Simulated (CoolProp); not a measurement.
Vapour pressure (MPa) of toluene: the reference equation beside estimates from Tc = 591.7 K, pc = 4.126 MPa, ω = 0.266. Clausius-Clapeyron is anchored at 400.1 K with a constant enthalpy of vaporisation of 32.22 kJ/mol.

The numbers come from the reference Helmholtz-energy equation of state, Lemmon 2006 in CoolProp. It is a short technical equation, of lower accuracy than the large ones.

```csv
T (K),reference,Lee-Kesler,Clausius-Clapeyron,van der Waals,Redlich-Kwong,Soave-Redlich-Kwong,Peng-Robinson
400.1,0.1577,0.1569,0.1577,0.6913,0.2673,0.1569,0.1571
409.1,0.1977,(withheld),0.1952,0.7760,0.3245,0.1973,0.1970
418.1,0.2452,(withheld),0.2393,0.8673,0.3901,0.2453,0.2443
427,0.3002,0.3014,0.2903,0.9641,0.4638,0.3012,0.2993
436,0.3650,0.3672,0.3501,1.069,0.5480,0.3671,0.3641
445,0.4399,0.4432,0.4191,1.181,0.6425,0.4435,0.4392
453.9,0.5248,0.5294,0.4971,1.298,0.7466,0.5304,0.5245
462.9,0.6227,0.6287,0.5869,1.425,0.8633,(withheld),0.6231
471.8,0.7323,0.7398,0.6873,1.557,0.9906,0.7431,0.7337
480.8,0.8573,0.8663,0.8015,1.699,(withheld),0.8715,0.8601
```

Task: What belongs in the gaps?

Result: 
- 409.1, Lee-Kesler: 0.1974
- 418.1, Lee-Kesler: 0.2455
- 462.9, Soave-Redlich-Kwong: 0.6306
- 480.8, Redlich-Kwong: 1.132

Absolute difference from the reference over all 10 rows, mean and median: Lee-Kesler 0.6 and 0.7 %, Clausius-Clapeyron 3.9 and 4.4 %, van der Waals 195.4 and 180.7 %, Redlich-Kwong 49.2 and 48.1 %, Soave-Redlich-Kwong 0.8 and 0.7 %, Peng-Robinson 0.2 and 0.3 %.
